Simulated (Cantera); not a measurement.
Cantera run:

```python
import numpy as np
import cantera as ct

gas_names = [...]  # 109 gases of nasa_gas.yaml made of C, Cl, H, Si
cond_names = """
    C(gr) C6H6(L) C7H8(L) C8H18(L),n-octa Si(cr) Si(L) SiC(b)
""".split()


# ... load() reads the species with a 1 bar reference pressure and builds the phases ...
atoms = {
    'SiCl4': {'Si': 1, 'CL': 4},
    'C2H2': {'C': 2, 'H': 2},
    'H2': {'H': 2},
}
top_T = {'C(gr)': 4500, 'SiC(b)': 3050}  # K; cautious upper limits of use, not melting points


# ... equilibrate(T, P, feed) seeds the gas with the atoms and calls Mixture.equilibrate('TP', solver="vcs", rtol=1e-11, max_steps=5000) ...
results = []
feed = {'SiCl4': 1, 'C2H2': 0.035, 'H2': 11}  # mol
P = 25000  # Pa
for T in [1673, 1773, 1873, 1973, 2073, 2173, 2273, 2373]:
    mix = equilibrate(T, P, feed)
    results.append((T, P, feed, dict(zip(mix.species_names, mix.species_moles))))

top = {s: max(r[3][s] / sum(r[3][g] for g in gas_names) for r in results) for s in gas_names}
cols = sorted((s for s in top if top[s] > 1e-06), key=lambda s: -top[s])[:7]
seen = [c for c in cond_names if any(r[3].get(c, 0) > 1e-12 for r in results)]
print("log10 of partial pressures in bar; condensed amounts in mol")
print(f"{'T/K':>10s}" + "".join(f"{s[:9]:>10s}" for s in cols + seen))
for T, P, feed, n in results:
    ng = sum(n[g] for g in gas_names)
    print(f"{T:10.4g}" + "".join(f"{np.log10(max(n[s] / ng * P / 1e5, 1e-99)):10.3f}" for s in cols)
          + "".join(f"{n.get(c, 0):10.4g}" for c in seen))
```

Output:

```
log10 of partial pressures in bar; condensed amounts in mol
       T/K        H2       HCL     SiCL2         H        Si     SiCL3        CL    SiC(b)
      1673    -0.715    -1.406    -1.793    -4.301    -6.631    -2.877    -5.100   0.06994
      1773    -0.717    -1.398    -1.775    -3.904    -5.874    -3.059    -4.700   0.06994
      1873    -0.718    -1.394    -1.766    -3.549    -5.199    -3.231    -4.345   0.06993
      1973    -0.719    -1.391    -1.763    -3.230    -4.595    -3.391    -4.028   0.06986
      2073    -0.721    -1.388    -1.765    -2.941    -4.055    -3.539    -3.740   0.06961
      2173    -0.725    -1.384    -1.775    -2.679    -3.578    -3.678    -3.475   0.06868
      2273    -0.731    -1.375    -1.798    -2.441    -3.170    -3.811    -3.226   0.06553
      2373    -0.740    -1.360    -1.840    -2.225    -2.834    -3.944    -2.990   0.05559
```

Equilibrium computed with Cantera from the NASA thermochemical tables; the gas is ideal and each condensed phase is pure. The tables' values for SiCl3, SiCl are old estimates; treat these amounts as uncertain. Gases not in the tables: Si2H6 and higher silanes.
